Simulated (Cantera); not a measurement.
A Cantera script and what it prints.

```python
import numpy as np
import cantera as ct

gas_names = """
    Fe FeO O O2 O3 S SO SO2 SO3 S2 S2O S8
""".split()
cond_names = """
    Fe(a) Fe(c) Fe(d) Fe(L) FeO(s) FeO(L) FeS(a) FeS(b) FeS(c) FeS(L) FeSO4(s) FeS2(s) Fe2O3(s)
    Fe2S3O12(s) Fe3O4(s) S(cr1) S(cr2) S(L)
""".split()


# ... load() reads the species with a 1 bar reference pressure and builds the phases ...
atoms = {
    'FeS2': {'Fe': 1, 'S': 2},
    'SO3': {'S': 1, 'O': 3},
    'O2': {'O': 2},
}
top_T = {'FeSO4(s)': 950, 'FeS2(s)': 1010, 'Fe2O3(s)': 1830, 'Fe2S3O12(s)': 1100, 'Fe3O4(s)': 1870}  # K; cautious upper limits of use, not melting points


# ... equilibrate(T, P, feed) seeds the gas with the atoms and calls Mixture.equilibrate('TP', solver="vcs", rtol=1e-11, max_steps=5000) ...
results = []
feed = {'FeS2': 1, 'SO3': 0.55, 'O2': 0.058}  # mol
P = 12000  # Pa
for T in [700, 750, 800, 850, 900, 950, 1000, 1050, 1100, 1150, 1200, 1250, 1300]:
    mix = equilibrate(T, P, feed)
    results.append((T, P, feed, dict(zip(mix.species_names, mix.species_moles))))

top = {s: max(r[3][s] / sum(r[3][g] for g in gas_names) for r in results) for s in gas_names}
cols = sorted((s for s in top if top[s] > 1e-06), key=lambda s: -top[s])[:6]
seen = [c for c in cond_names if any(r[3].get(c, 0) > 1e-12 for r in results)]
print("log10 of partial pressures in bar; condensed amounts in mol")
print(f"{'T/K':>10s}" + "".join(f"{s[:9]:>10s}" for s in cols + seen))
for T, P, feed, n in results:
    ng = sum(n[g] for g in gas_names)
    print(f"{T:10.4g}" + "".join(f"{np.log10(max(n[s] / ng * P / 1e5, 1e-99)):10.3f}" for s in cols)
          + "".join(f"{n.get(c, 0):10.4g}" for c in seen))
```

It prints:

```
log10 of partial pressures in bar; condensed amounts in mol
       T/K       SO2        S2       S2O        SO         S    FeS(c)   FeS2(s)  Fe3O4(s)
       700    -0.921    -4.485    -4.970    -8.486   -15.225         0    0.8749   0.04169
       750    -0.921    -3.845    -4.511    -7.721   -13.836         0    0.8743    0.0419
       800    -0.923    -3.284    -4.108    -7.052   -12.618         0    0.8722   0.04259
       850    -0.927    -2.788    -3.753    -6.463   -11.542         0    0.8662   0.04458
       900    -0.966    -1.948    -3.157    -5.857   -10.387     0.525     0.475         0
       950    -1.062    -1.495    -2.876    -5.420    -9.501         1         0         0
      1000    -1.062    -1.495    -2.887    -5.086    -8.907         1         0         0
      1050    -1.062    -1.494    -2.896    -4.783    -8.370         1         0         0
      1100    -1.062    -1.494    -2.905    -4.508    -7.881         1         0         0
      1150    -1.062    -1.494    -2.912    -4.257    -7.434         1         0         0
      1200    -1.062    -1.494    -2.920    -4.027    -7.025         1         0         0
      1250    -1.062    -1.494    -2.926    -3.816    -6.648         1         0         0
      1300    -1.063    -1.495    -2.933    -3.621    -6.300         1         0         0
```

These are equilibrium values from Cantera (NASA tables, ideal gas, pure condensed phases), not measurements of a reactor. FeS: taken at fixed stoichiometry. Gases not in the tables: S3 to S7.
